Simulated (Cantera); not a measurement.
Stirred combustor or abatement burner

A perfectly stirred reactor is fed with CH4 : H2 : O2 : N2 : CO2 = 1 : 0.033 : 2.69 : 10.1 : 0.44 (molar parts), equivalence ratio 0.75, at 4.24 atm; it is adiabatic with a 773 K inlet, and is followed from long to short residence time, starting on the burning branch (τ in s: 0.09, 0.039, 0.017, 0.0072, 0.0031, 0.0013, 0.00058, 0.00025, 0.00011, 4.6e-05, 2e-05).

Computed with Cantera and GRI-Mech 3.0 (53 species, 325 reactions).

```
τ (s)    T (K)     x CH4      x H2    x O2     x OH     x CH3
-------  -----  --------  --------  ------  -------  --------
0.090     2208   1.01e-6  0.000396  0.0461  0.00295   4.13e-7
0.039     2209   2.25e-6  0.000415  0.0466  0.00302   9.24e-7
0.017     2208   4.92e-6  0.000453  0.0470  0.00313   2.02e-6
0.0072    2204   1.06e-5  0.000536  0.0473  0.00335   4.32e-6
0.0031    2195   2.14e-5  0.000701  0.0477  0.00373   8.53e-6
0.0013    2178   4.13e-5   0.00102  0.0484  0.00434   1.59e-5
0.00058   2153   7.41e-5   0.00150  0.0495  0.00508   2.69e-5
0.00025   2113  0.000137   0.00225  0.0512  0.00590   4.59e-5
0.00011   2060  0.000261   0.00323  0.0539  0.00654   7.89e-5
4.6e-5    1983  0.000580   0.00456  0.0584  0.00666  0.000152
2.0e-5    1865   0.00183   0.00654  0.0685  0.00500  0.000392
```
x: mole fraction; the columns are a selection and need not sum to one.
